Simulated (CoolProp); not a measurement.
Saturation properties of ethanol (Tc = 514.7 K, pc = 6.268 MPa, ω = 0.644).

The numbers come from the reference Helmholtz-energy equation of state, Schroeder 2014 in CoolProp.

```tsv
T (K)	p (MPa)	liquid density (kg/m³)	enthalpy of vaporisation (kJ/kg)	liquid cp (kJ/(kg K))	vapour Z
325.4	0.03273	761.1	888.1	2.670	0.9848
329.7	0.03998	757.2	882.3	2.710	0.9826
334.1	0.04876	753.1	876.2	2.753	0.9801
338.4	0.05885	749.1	870.0	2.796	0.9774
342.7	0.07065	745.0	863.6	2.839	0.9745
347	0.08437	740.9	856.9	2.883	0.9712
351.4	0.1006	736.6	849.9	2.929	0.9676
355.7	0.1190	732.3	842.7	2.976	0.9639
360	0.1400	727.9	835.3	3.023	0.9598
364.3	0.1640	723.5	827.7	3.071	0.9554
368.6	0.1913	718.9	819.7	3.120	0.9506
373	0.2230	714.2	811.2	3.172	0.9455
377.3	0.2580	709.4	802.6	3.224	0.9401
```

It boils at 351.6 K under 1 atm.
